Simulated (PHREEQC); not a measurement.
Make-up at 17 °C: 0.00079 mol/kgw PbCl2 and 0.00026 mol/kgw Cu(NO3)2. Closed to the air; pH follows from the charge balance.

All values are PHREEQC results (ion-association model, phreeqc.dat), not measurements.

**Question.** The ionic strength comes out as 0.00308 mol/kgw. What activity coefficients do Pb+2, PbNO3+, Cl-, NO3-, PbCl+ get?

**Answer.** Pb+2 0.79, PbNO3+ 0.94, Cl- 0.94, NO3- 0.94, PbCl+ 0.94.

Precipitation was switched off in this run.
